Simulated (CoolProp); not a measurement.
Vapour-liquid equilibrium of dimethyl ether (1) + R236EA (2) at 288.7 K; x and y are mole fractions of (1).

Computed with CoolProp (multi-fluid Helmholtz-energy mixture model, Wu 2011 and Rui 2013; pair parameters Bell 2016).

Give the bubble pressure and the first vapour's composition at x = 0.05, 0.2, 0.8. Is there an azeotrope?

x = 0.05: 1.478 bar, y = 0.060; x = 0.2: 1.558 bar, y = 0.262; x = 0.8: 3.408 bar, y = 0.956. No azeotrope shows between x = 0.05 and 0.95.

The pair parameters rest on a limited set of measurements; away from them the model extrapolates.
